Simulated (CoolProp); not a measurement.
A Linde-Hampson liquefier for nitrogen: isothermal reversible compression at 230 K from 1 atm to 20 MPa, throttling to 1 atm, return gas leaving the recuperator 2 K below the feed. Each further row changes one setting.

Values from CoolProp's reference Helmholtz-energy equation of state, Span 2000.

```json
[
 {"case": "as stated", "liquid yield per pass": "?", "compression work (kJ/kg of gas)": "351"},
 {"case": "high pressure 40 MPa", "liquid yield per pass": "0.185", "compression work (kJ/kg of gas)": "403"},
 {"case": "warm-end temperature 260 K", "liquid yield per pass": "?", "compression work (kJ/kg of gas)": "?"},
 {"case": "warm-end gap 7 K", "liquid yield per pass": "?", "compression work (kJ/kg of gas)": "351"}
]
```

Problem. Complete the blanks.

Solution. 
- as stated, liquid yield per pass: 0.156
- warm-end temperature 260 K, liquid yield per pass: 0.109
- warm-end temperature 260 K, compression work (kJ/kg of gas): 404
- warm-end gap 7 K, liquid yield per pass: 0.144
